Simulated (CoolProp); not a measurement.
A simple Rankine cycle with neopentane: condensing at 325.15 K, boiler at 1.01 MPa, turbine inlet 382.9 K, turbine efficiency 0.85, pump efficiency 0.8, no recuperator. Each further row changes one setting.

The numbers come from the reference Helmholtz-energy equation of state, Lemmon 2006 in CoolProp. It is a short technical equation, of lower accuracy than the large ones.

| case | thermal efficiency (%) | net work (kJ/kg) | heat in (kJ/kg) | turbine exit temperature (K) | volume ratio over the turbine |
|---|---|---|---|---|---|
| as stated | … | 29.9 | 377 | 359.2 | 2.87 |
| turbine inlet 402.9 K | 7.7 | 32.5 | 424 | 380.2 | 2.81 |
| condensing temperature 317.15 K | 9.2 | … | 397 | … | 3.57 |
| boiler pressure 0.707 MPa | … | 20.3 | 387 | 368.8 | 1.92 |
| turbine efficiency 0.75 | … | 26.2 | 377 | 361.0 | 2.89 |

Problem. What belongs in the gaps?

Solution. 
- as stated, thermal efficiency (%): 7.9
- condensing temperature 317.15 K, net work (kJ/kg): 36.7
- condensing temperature 317.15 K, turbine exit temperature (K): 354.7
- boiler pressure 0.707 MPa, thermal efficiency (%): 5.2
- turbine efficiency 0.75, thermal efficiency (%): 6.9
